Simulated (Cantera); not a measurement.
Feed: 1 mol NH3, 0.31 mol H2O, 1.7 mol H2, held at 1700 K and 13.3 mbar.

Method: chemical equilibrium by Gibbs-energy minimisation in Cantera with the NASA 1993 tables (ideal gas, pure condensed phases). Candidate condensed phases: H2O; 24 gas species. The numbers say what is thermodynamically allowed, not how fast it happens.

Base state: H2 0.797, N2 0.125, H2O 0.0773, H 0.00114 (mole fractions); condensed: gas only.

### Question
What changes in the equilibrium state with this change: temperature from 1700 K to 2148.15 K?

### Answer
| species | before | after |
|---|---|---|
| H2 | 0.797 | 0.770 |
| N2 | 0.125 | 0.123 |
| H2O | 0.0773 | 0.0756 |
| H | 0.00114 | 0.0317 |
| O | 6.53e-9 | 1.16e-5 |
| OH | 5.71e-6 | 0.000401 |
